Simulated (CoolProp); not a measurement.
n-butane along the isobar 5.49 MPa: density (kg/m³) from the reference equation and from simpler models built on Tc = 425.1 K, pc = 3.796 MPa, ω = 0.201; each cubic takes its own stable root.

Model: reference Helmholtz-energy equation of state, Bücker 2006, in CoolProp.

| T (K) | phase | reference |
|---|---|---|
| 286.7 | liquid | 593.5 |
| 307.3 | liquid | 571.4 |
| 327.9 | liquid | 547.7 |
| 348.5 | liquid | 522.1 |
| 369.1 | liquid | 493.4 |
| 389.7 | liquid | 460.3 |
| 410.3 | liquid | 419.0 |
| 430.9 | supercritical | 358.3 |
| 451.5 | supercritical | 228.1 |
| 472 | supercritical | 148.8 |
| 492.6 | supercritical | 120.5 |
| 513.2 | supercritical | 104.7 |
| 533.8 | supercritical | 94.11 |
| 554.4 | supercritical | 86.22 |
| 575 | supercritical | 80.02 |

Q: How far does each simpler model (Redlich-Kwong, Peng-Robinson) lie from the reference over these 15 states: mean and median of the absolute difference, and the worst?

A: 
- Redlich-Kwong: mean 7.6 %, median 8.4 %, worst -15.5 % at 430.9 K and 5.49 MPa
- Peng-Robinson: mean 3.2 %, median 2.7 %, worst -7.8 % at 430.9 K and 5.49 MPa
